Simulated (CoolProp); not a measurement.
The fluid at 298.15 K and 0.58 MPa expands adiabatically to 0.219 MPa with isentropic efficiency 0.7. The same conditions are run with several fluids, on thermodynamics alone (safety and materials aside).

Values from CoolProp's reference Helmholtz-energy equation of state of each fluid (fluoroethane (R161): Wu 2012; carbon dioxide: Span 1996; R404A: Lemmon 2003; CH2F2 (R32): Tillner-Roth 1997; dry air: Lemmon 2000). Blends and air are pseudo-pure fits.

Problem. Rank fluoroethane (R161), carbon dioxide, R404A, CH2F2 (R32), dry air by work (kJ/kg), highest first.

Solution. dry air (50.8), carbon dioxide (33.4), fluoroethane (R161) (30.1), CH2F2 (R32) (27.5), R404A (15.1)

```json
[
 {"fluid": "fluoroethane (R161)", "final temperature (K)": "265.3", "final density (kg/m³)": "5.03"},
 {"fluid": "carbon dioxide", "final temperature (K)": "254.3", "final density (kg/m³)": "4.64"},
 {"fluid": "R404A", "final temperature (K)": "274.2", "final density (kg/m³)": "9.87"},
 {"fluid": "CH2F2 (R32)", "final temperature (K)": "257.1", "final density (kg/m³)": "5.60"},
 {"fluid": "dry air", "final temperature (K)": "247.0", "final density (kg/m³)": "3.10"}
]
```
